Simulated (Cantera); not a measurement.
A jet of 3.23 % CH₄, 11.8 % O₂, 84.9 % N₂, equivalence ratio 0.55 at 300 K and 105 Torr hits a platinum plate 8 cm away at a mass flux of 0.038 kg/m²/s; the plate temperature is set and raised in steps from an oxygen-covered start.

Computed with Cantera and Deutschmann's 1995 Pt surface mechanism with GRI-Mech 3.0 gas chemistry. Catalytic surfaces can have several steady states; this one follows from the mechanism file's or the stated starting coverage.

x: mole fraction at the wall; θ: surface coverage.

```tsv
plate T (K)	wall x CH₄	wall x O₂	wall x H₂O	wall x OH	wall x CO	wall x CO₂	θ free Pt	θ O*	θ OH*
850	0.0219	0.0962	0.0194	<1e-8	5.72e-6	0.0127	0.129	0.869	[?]
900	0.0149	0.0813	0.0324	3.13e-8	5.61e-6	0.0213	0.194	0.804	0.00177
950	0.00975	0.0704	0.0419	9.15e-8	5.11e-6	0.0276	0.265	0.734	0.00183
1000	0.00658	0.0638	0.0476	2.42e-7	4.68e-6	0.0314	0.337	0.661	0.00174
1050	0.00468	0.0598	0.0510	5.66e-7	4.45e-6	0.0337	0.408	0.591	[?]
1100	0.00351	0.0574	0.0531	1.21e-6	4.40e-6	0.0350	0.476	0.522	[?]
1150	0.00274	0.0560	0.0543	2.40e-6	4.52e-6	0.0358	0.541	0.458	[?]
```

Question: Fill in the missing entries.

Answer: 
- 850, θ OH*: 0.00146
- 1050, θ OH*: 0.00158
- 1100, θ OH*: 0.00141
- 1150, θ OH*: 0.00123
